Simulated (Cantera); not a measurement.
## Thermodynamics of abatement and gas-phase synthesis, feed NH3 + H2O + N2

Charge: 1 mol NH3, 0.067 mol H2O, 0.73 mol N2, held at 1450 °C and 1.00 bar.

Method: chemical equilibrium by Gibbs-energy minimisation in Cantera with the NASA 1993 tables (ideal gas, pure condensed phases). Candidate condensed phases: H2O; 24 gas species. Kinetics and transport are ignored.

The x(H2) is 0.536. The x(N2) is 0.440 and the x(H2O) is 0.0240. The x(H) is 0.000134. The x(NH3) is 8.99e-6 and the gas amount is 2.797 mol.
